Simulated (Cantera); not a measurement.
A closed system holds: 1 mol TiCl4, 1.2 mol CH4, 12 mol H2, at 0.890 bar.

Method: chemical equilibrium by Gibbs-energy minimisation in Cantera with the NASA 1993 tables (ideal gas, pure condensed phases). Candidate condensed phases: C, C6H6, C7H8, C8H18, Ti, TiC, TiCl2, TiCl3, TiCl4; 96 gas species. The tables' values for TiCl2 are old estimates; treat these amounts as uncertain. TiC: taken at fixed stoichiometry. Rates play no part.

x: gas mole fraction; n: condensed amount in mol.

```tsv
T (K)	x H2	x HCl	x TiCl3	x H	n C(graphite)	n TiC(s)
1575	0.768	0.225	___	3.86e-5	0.283	0.900
1625	0.766	0.228	___	6.54e-5	0.269	0.918
1675	0.764	0.231	___	0.000108	0.257	0.931
1725	0.762	0.233	___	0.000172	0.248	0.941
1775	0.761	0.235	___	0.000268	0.240	0.949
1825	0.760	0.236	___	0.000407	0.233	0.956
1875	0.760	0.237	___	0.000606	0.226	0.961
1925	0.759	0.237	___	0.000883	0.219	0.965
1975	0.758	0.238	___	0.00126	0.212	0.968
2025	0.757	0.238	___	0.00177	0.204	0.970
2075	0.756	0.238	___	0.00245	0.194	0.972
```

Problem. Some entries are withheld; supply them.

Solution. 
- 1575, x TiCl3: 0.00414
- 1625, x TiCl3: 0.00369
- 1675, x TiCl3: 0.00327
- 1725, x TiCl3: 0.00290
- 1775, x TiCl3: 0.00258
- 1825, x TiCl3: 0.00230
- 1875, x TiCl3: 0.00205
- 1925, x TiCl3: 0.00184
- 1975, x TiCl3: 0.00165
- 2025, x TiCl3: 0.00149
- 2075, x TiCl3: 0.00135
